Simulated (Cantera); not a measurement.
Cantera run, input and output.

```python
import numpy as np
import cantera as ct

gas = ct.Solution("gri30.yaml")
gas.TPX = 1498, 13332, {'CH4': 1, 'N2': 2.3}
reactor = ct.IdealGasConstPressureReactor(gas, energy="off", clone=False)
net = ct.ReactorNet([reactor])
net.rtol, net.atol = 1e-08, 1e-18
show = ['CH4', 'HCN', 'CH3', 'H2', 'C2H2', 'C2H6']
times = np.geomspace(4e-05, 40, 14)

steps = ct.SolutionArray(gas, extra=["t"])
rows = []
print(f"{'t/s':>10s}{'T/K':>9s}{'P/Pa':>11s}" + "".join(f"{s:>11s}" for s in show))
for t in times:
    while net.time < t:
        t_next = net.step()
        steps.append(gas.state, t=t_next)
    rows.append([np.interp(t, steps.t, y) for y in (steps.T, steps.P, *steps(*show).X.T)])
    print(f"{t:10.3e}{rows[-1][0]:9.1f}{rows[-1][1]:11.4g}" + "".join(f"{x:11.3e}" for x in rows[-1][2:]))
rate = np.gradient(steps.T, steps.t)
print("integrator steps:", len(steps.t))
if steps.T.max() > steps.T[0] + 200:
    print(f"time of steepest temperature rise: {steps.t[rate.argmax()]:.4e} s")
gas.TPX = 1498, 13332, {'CH4': 1, 'N2': 2.3}
gas.equilibrate("TP")
print(f"equilibrium (TP): T = {gas.T:.1f} K  " + "  ".join(f"{s} {gas[s].X[0]:.3e}" for s in show))
```

Result:

```
       t/s      T/K       P/Pa        CH4        HCN        CH3         H2       C2H2       C2H6
 4.000e-05   1498.0  1.333e+04  3.030e-01  1.191e-18  1.425e-06  7.008e-07  2.298e-16  2.333e-11
 1.158e-04   1498.0  1.333e+04  3.030e-01  1.032e-17  4.166e-06  2.072e-06  2.532e-14  5.838e-10
 3.351e-04   1498.0  1.333e+04  3.030e-01  9.324e-17  1.208e-05  6.054e-06  2.188e-12  1.410e-08
 9.698e-04   1498.0  1.333e+04  3.030e-01  1.058e-15  3.443e-05  1.785e-05  1.747e-10  3.227e-07
 2.807e-03   1498.0  1.333e+04  3.029e-01  1.197e-14  8.935e-05  5.781e-05  1.379e-08  6.096e-06
 8.124e-03   1498.0  1.333e+04  3.026e-01  1.010e-13  1.742e-04  2.457e-04  8.224e-07  5.857e-05
 2.351e-02   1498.0  1.333e+04  3.011e-01  9.468e-13  2.883e-04  1.358e-03  3.126e-05  2.411e-04
 6.805e-02   1498.0  1.333e+04  2.935e-01  1.465e-11  3.892e-04  8.311e-03  8.270e-04  4.859e-04
 1.970e-01   1498.0  1.333e+04  2.693e-01  1.499e-10  3.401e-04  3.504e-02  8.361e-03  3.622e-04
 5.700e-01   1498.0  1.333e+04  2.236e-01  7.510e-10  2.514e-04  8.921e-02  2.787e-02  1.851e-04
 1.650e+00   1498.0  1.333e+04  1.559e-01  2.698e-09  1.686e-04  1.683e-01  5.513e-02  7.605e-05
 4.775e+00   1498.0  1.333e+04  7.980e-02  7.908e-09  9.369e-05  2.561e-01  8.462e-02  2.085e-05
 1.382e+01   1498.0  1.333e+04  2.717e-02  1.927e-08  3.871e-05  3.167e-01  1.047e-01  3.278e-06
 4.000e+01   1498.0  1.333e+04  9.539e-03  3.775e-08  1.544e-05  3.369e-01  1.113e-01  7.248e-07
integrator steps: 1479
equilibrium (TP): T = 1498.0 K  CH4 5.997e-03  HCN 9.041e-02  CH3 9.834e-06  H2 3.413e-01  C2H2 6.798e-02  C2H6 3.547e-07
```

Computed with Cantera and GRI-Mech 3.0 (53 species, 325 reactions). GRI-Mech 3.0 stops at C3 and has no aromatics, soot or wall deposition, so with more carbon than oxygen in the feed, carbon stays in small species such as C2H2 where larger ones or solid carbon would form.
